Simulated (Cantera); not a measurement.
Feed: 1 mol C3H8, 1.6 mol CO2, held at 3600 Pa.

Method: chemical equilibrium by Gibbs-energy minimisation in Cantera with the NASA 1993 tables (ideal gas, pure condensed phases). Candidate condensed phases: C, C6H6, C7H8, C8H18, H2O; 110 gas species. Kinetics and transport are ignored. All values below are at 1150 K.

Base state: H2 0.555, CO 0.444, H2O 0.000416, CO2 0.000280, CH4 0.000260 (mole fractions); condensed: C(graphite).

Problem. What changes in the equilibrium state with this change: CO2 from 1.6 to 0.16 mol?

Solution. 
```csv
species,before,after
H2,0.555,0.925
CO,0.444,0.0740
CH4,0.000260,0.000721
CO2,0.000280,7.78e-6
H2O,0.000416,0.000116
"C(graphite), mol",1.40,2.84
```
